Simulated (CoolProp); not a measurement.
CF4 (R14) at 293.15 K and 1.08 MPa flows at 0.24 m/s in a round tube of 20 mm bore and 0.25 µm roughness, fully developed (64/Re and Nu = 3.66 if laminar; Colebrook and Gnielinski if turbulent). Each further row changes one setting.

Computed with CoolProp (reference Helmholtz-energy equation of state, Platzer 1990). This equation is an older, rougher fit.

```csv
case,Reynolds number,Darcy friction factor,pressure drop (Pa/m),heat-transfer coefficient (W/(m² K)),mass flow (kg/h)
as stated,11100,0.0300,1.76,27.0,11.1
velocity 0.48 m/s,22300,0.0252,5.92,47.1,22.1
diameter 40 mm,22300,0.0252,0.740,23.6,44.2
```

Viscosity comes from a separate model (Huber 2003), an estimate that may be off by 10 % or more. Thermal conductivity comes from a separate model (Huber 2003), an estimate that may be off by 10 % or more.
